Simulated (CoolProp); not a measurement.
R1234ze(E) along the isobar 641 kPa: Z from the reference equation and from simpler models built on Tc = 382.5 K, pc = 3635 kPa, ω = 0.313; each cubic takes its own stable root.

Computed with CoolProp (reference Helmholtz-energy equation of state, Thol 2016).

```csv
T (K),phase,reference,Redlich-Kwong,Soave-Redlich-Kwong
356.1,gas,?,0.9221,?
365.2,gas,0.9230,0.9279,0.9259
374.3,gas,0.9297,0.9331,0.9323
383.5,gas,0.9358,0.9379,0.9380
392.6,gas,?,0.9423,0.9432
401.7,gas,0.9459,0.9462,0.9479
410.9,gas,0.9503,0.9498,?
420,gas,?,0.9531,0.9561
```

### Question
Fill in the missing entries.

### Answer

- 356.1, reference: 0.9153
- 356.1, Soave-Redlich-Kwong: 0.9188
- 392.6, reference: 0.9412
- 410.9, Soave-Redlich-Kwong: 0.9522
- 420, reference: 0.9542
